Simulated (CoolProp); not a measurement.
R113 along the isobar 101 kPa: fugacity coefficient from the reference equation and from simpler models built on Tc = 487.2 K, pc = 3392 kPa, ω = 0.253; each cubic takes its own stable root.

Computed with CoolProp (reference Helmholtz-energy equation of state, Marx 1992).

| T (K) | phase | reference |
|---|---|---|
| 251.7 | liquid | 0.04733 |
| 287.2 | liquid | 0.2794 |
| 322.6 | gas | 0.9619 |
| 358.1 | gas | 0.9730 |
| 393.6 | gas | 0.9801 |
| 429.1 | gas | 0.9849 |
| 464.5 | gas | 0.9883 |
| 500 | gas | 0.9908 |

### Question
How far does each simpler model (Redlich-Kwong, Soave-Redlich-Kwong, Peng-Robinson) lie from the reference over these 8 states: mean and median of the absolute difference, and the worst?

### Answer
- Redlich-Kwong: mean 31.2 %, median 0.2 %, worst +148.9 % at 251.7 K and 101 kPa
- Soave-Redlich-Kwong: mean 0.1 %, median 0.1 %, worst -0.4 % at 287.2 K and 101 kPa
- Peng-Robinson: mean 1.2 %, median 0.1 %, worst +6.9 % at 251.7 K and 101 kPa
